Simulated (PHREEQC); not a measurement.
Make-up at 85 °C: 0.022 mol Fe2(SO4)3 per kg of water. Closed to the air; pH follows from the charge balance.

All values are PHREEQC results (ion-association model, phreeqc.dat), not measurements.

```json
[
 {"quantity": "pH", "before": "2.47", "after": "2.61"},
 {"quantity": "ionic strength (mol/kgw)", "before": "0.108", "after": "0.0246"},
 {"quantity": "FeSO4+ (mol/kgw)", "before": "0.0224", "after": "0.00343"},
 {"quantity": "SO4-2 (mol/kgw)", "before": "0.0209", "after": "0.00545"},
 {"quantity": "HSO4- (mol/kgw)", "before": "0.0138", "after": "0.00374"},
 {"quantity": "FeOH+2 (mol/kgw)", "before": "0.00848", "after": "0.00302"},
 {"quantity": "SI of Goethite (FeOOH)", "before": "+6.08", "after": "+6.11"}
]
```

### Question
Which change was made?
(A) Fe2(SO4)3 from 0.022 to 0.0198 mol/kgw
(B) Fe2(SO4)3 from 0.022 to 0.0242 mol/kgw
(C) diluted 5-fold with water
(D) Fe2(SO4)3 from 0.022 to 0.0022 mol/kgw
(E) 0.0023 mol/kgw CaBr2 added

### Answer
C, diluted 5-fold with water

Precipitation was switched off in this run. Some of these states are supersaturated (in Hematite (slow to form), Goethite (slow to form), for instance). Constants without temperature data keep their 25 °C values here.
